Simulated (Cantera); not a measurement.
## Reactions in the system Al-Cl-N-O

Standard-state values (1 bar) from the NASA 1993 polynomials, evaluated with Cantera. Values are per mole of reaction as written; species without (g) are pure solids or liquids, kept so even where they would boil at 1 bar.

4 AlN + 5 O2(g) → 4 NO2(g) + 2 Al2O(g)

| T (K) | ΔH° (kJ) | ΔS° (J/K) | ΔG° (kJ) | log10 K |
|---|---|---|---|---|
| 425 | 1115.6 | 351.4 | 966.2 | -118.75 |
| 435 | 1115.3 | 350.8 | 962.7 | -115.60 |
| 445 | 1115.0 | 350.2 | 959.2 | -112.59 |
| 455 | 1114.8 | 349.5 | 955.7 | -109.71 |
| 465 | 1114.5 | 348.9 | 952.2 | -106.96 |
| 475 | 1114.2 | 348.3 | 948.7 | -104.33 |
| 485 | 1113.9 | 347.7 | 945.2 | -101.80 |
| 495 | 1113.6 | 347.1 | 941.8 | -99.38 |
| 505 | 1113.3 | 346.5 | 938.3 | -97.05 |
| 515 | 1113.0 | 345.9 | 934.8 | -94.82 |
| 525 | 1112.7 | 345.3 | 931.4 | -92.67 |

3 Cl2(g) + 2 AlN → 2 AlCl3 + N2(g)

```
T (K)  ΔH° (kJ)  ΔS° (J/K)  ΔG° (kJ)  log10 K  condensed phases
-----  --------  ---------  --------  -------  ----------------
425      -769.0     -281.9    -649.2    79.79  AlN(s), AlCl3(s)
435      -768.5     -280.6    -646.4    77.62  AlN(s), AlCl3(s)
445      -768.0     -279.5    -643.6    75.55  AlN(s), AlCl3(s)
455      -767.5     -278.3    -640.8    73.57  AlN(s), AlCl3(s)
465      -766.9     -277.1    -638.1    71.67  AlN(s), AlCl3(s)
475      -695.3     -123.3    -636.7    70.02  AlN(s), AlCl3(l)
485      -694.4     -121.4    -635.5    68.44  AlN(s), AlCl3(l)
495      -693.5     -119.5    -634.3    66.93  AlN(s), AlCl3(l)
505      -692.6     -117.7    -633.1    65.48  AlN(s), AlCl3(l)
515      -691.7     -116.0    -631.9    64.09  AlN(s), AlCl3(l)
525      -690.8     -114.2    -630.8    62.76  AlN(s), AlCl3(l)
```
